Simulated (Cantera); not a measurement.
# Stirred combustor or abatement burner

A perfectly stirred reactor is fed with 6.02 % C2H4, 18.8 % O2, 71.1 % N2, 4.10 % H2O, equivalence ratio 0.96, at 0.520 bar; it is adiabatic with a 800 K inlet, and is followed from long to short residence time, starting on the burning branch (τ in s: 0.025, 0.011, 0.0052, 0.0024, 0.0011, 0.00049, 0.00022, 0.0001, 4.6e-05, 2.1e-05, 9.4e-06).

Detailed kinetics in Cantera: GRI-Mech 3.0 (53 species, 325 reactions). GRI-Mech 3.0 was tuned for natural gas; its chemistry of ethylene as a main component is partial and can be far from experiment.

```
τ (s)    T (K)    x C2H4    x O2   x H2O    x HO2    x CH2O      x NO   x CO2
-------  -----  --------  ------  ------  -------  --------  --------  ------
0.025     2430   2.40e-6  0.0214   0.142  2.21e-6   3.72e-7   0.00311  0.0869
0.011     2394   4.88e-6  0.0234   0.140  2.23e-6   7.25e-7   0.00192  0.0840
0.0052    2340   9.03e-6  0.0258   0.136  2.32e-6   1.27e-6   0.00105  0.0802
0.0024    2270   1.69e-5  0.0285   0.132  2.64e-6   2.22e-6  0.000514  0.0759
0.0011    2196   3.28e-5  0.0311   0.128  3.28e-6   4.04e-6  0.000253  0.0716
0.00049   2124   6.84e-5  0.0337   0.124  4.33e-6   7.96e-6  0.000136  0.0675
0.00022   2060  0.000151  0.0369   0.121  6.12e-6   1.68e-5   8.22e-5  0.0627
0.00010   1998  0.000365  0.0420   0.120  1.03e-5   3.85e-5   5.28e-5  0.0552
4.6e-5    1910   0.00110  0.0531   0.119  2.66e-5  0.000105   2.92e-5  0.0410
2.1e-5     800    0.0602   0.188  0.0410   <1e-12    <1e-12    <1e-12  <1e-12
9.4e-6     800    0.0602   0.188  0.0410   <1e-12    <1e-12    <1e-12  <1e-12
```
x: mole fraction; the columns are a selection and need not sum to one.
